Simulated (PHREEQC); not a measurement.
## Reverse-osmosis permeate: an equilibrium model

Synthetic water in mg/L, 84 °C, pH 6.17, pe 0.6: Na 1.19; K 0.194; Ca 1.64; Mg 0.246; Cl 1.97; S(6) as SO4 2.41; Alkalinity as HCO3 2.9; Ba 0.0563; B 0.0358; Zn 0.0176; Li 0.000249.

Valence states are taken as typed.

Model: ion-association model, phreeqc.dat, run in PHREEQC.

```
Quantity                         Value
--------------------  ----------------
ionic strength        0.000233 mol/kgw
charge-balance error             2.2 %
```

```tsv
species	molality	activity	log γ
CO2	7.12e-5	7.12e-5	0.000
Cl-	5.56e-5	5.45e-5	-0.009
Na+	5.17e-5	5.07e-5	-0.009
HCO3-	4.77e-5	4.67e-5	-0.009
Ca+2	4.07e-5	3.76e-5	-0.034
SO4-2	2.47e-5	2.28e-5	-0.034
Mg+2	9.93e-6	9.18e-6	-0.034
K+	4.96e-6	4.86e-6	-0.009
H3BO3	3.31e-6	3.31e-6	0.000
H+	6.89e-7	6.76e-7	-0.008
OH-	4.63e-7	4.54e-7	-0.009
Ba+2	4.05e-7	3.74e-7	-0.034
Zn+2	2.50e-7	2.31e-7	-0.034
CaSO4	2.20e-7	2.20e-7	0.000
```

This is a speciation only: nothing precipitates in the calculation. Away from 25 °C the constants follow the database's enthalpies or fits; those with neither stay at their 25 °C values.
